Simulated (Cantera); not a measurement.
Feed: 1 mol Fe3O4, a varied amount of CO, equilibrated at 2123 K and 1330 Pa.

Equilibrium computed with Cantera from the NASA thermochemical tables; the gas is ideal and each condensed phase is pure. Candidate condensed phases: C, Fe, Fe(CO)5, FeO, Fe2O3, Fe3O4; 15 gas species. The tables' stoichiometric FeO is somewhat more stable than real wüstite, so its field is too wide. FeO: taken at fixed stoichiometry. Rates play no part.

x: gas mole fraction; n: condensed amount in mol.

```json
[
 {"n(CO) (mol)": "1.6", "x CO": "0.371", "x CO2": "0.619", "x Fe": "0.00570", "x O2": "?", "x FeO": "0.00126", "x O": "0.000708", "n FeO(l)": "2.99"},
 {"n(CO) (mol)": "2.9", "x CO": "0.627", "x CO2": "0.354", "x Fe": "0.0168", "x O2": "?", "x FeO": "0.00126", "x O": "0.000240", "n FeO(l)": "2.95"},
 {"n(CO) (mol)": "4.3", "x CO": "0.719", "x CO2": "0.253", "x Fe": "0.0270", "x O2": "?", "x FeO": "0.00126", "x O": "0.000149", "n FeO(l)": "2.87"},
 {"n(CO) (mol)": "5.6", "x CO": "0.757", "x CO2": "0.207", "x Fe": "0.0348", "x O2": "?", "x FeO": "0.00126", "x O": "0.000116", "n FeO(l)": "2.79"},
 {"n(CO) (mol)": "6.9", "x CO": "0.778", "x CO2": "0.180", "x Fe": "0.0411", "x O2": "?", "x FeO": "0.00126", "x O": "9.82e-5", "n FeO(l)": "2.69"},
 {"n(CO) (mol)": "8.3", "x CO": "0.791", "x CO2": "0.161", "x Fe": "0.0466", "x O2": "?", "x FeO": "0.00126", "x O": "8.66e-5", "n FeO(l)": "2.58"},
 {"n(CO) (mol)": "9.6", "x CO": "0.799", "x CO2": "0.149", "x Fe": "0.0508", "x O2": "?", "x FeO": "0.00126", "x O": "7.95e-5", "n FeO(l)": "2.47"},
 {"n(CO) (mol)": "11", "x CO": "0.804", "x CO2": "0.140", "x Fe": "0.0545", "x O2": "2.76e-5", "x FeO": "0.00126", "x O": "7.41e-5", "n FeO(l)": "2.35"},
 {"n(CO) (mol)": "12", "x CO": "0.807", "x CO2": "0.135", "x Fe": "0.0567", "x O2": "?", "x FeO": "0.00126", "x O": "7.12e-5", "n FeO(l)": "2.26"},
 {"n(CO) (mol)": "14", "x CO": "0.811", "x CO2": "0.127", "x Fe": "0.0605", "x O2": "2.24e-5", "x FeO": "0.00126", "x O": "6.68e-5", "n FeO(l)": "2.08"},
 {"n(CO) (mol)": "15", "x CO": "0.812", "x CO2": "0.124", "x Fe": "0.0620", "x O2": "2.13e-5", "x FeO": "0.00126", "x O": "6.51e-5", "n FeO(l)": "1.99"}
]
```

Q: Fill in the missing entries.

A: 
- 1.6, x O2: 0.00252
- 2.9, x O2: 0.000290
- 4.3, x O2: 0.000112
- 5.6, x O2: 6.76e-5
- 6.9, x O2: 4.84e-5
- 8.3, x O2: 3.77e-5
- 9.6, x O2: 3.18e-5
- 12, x O2: 2.54e-5
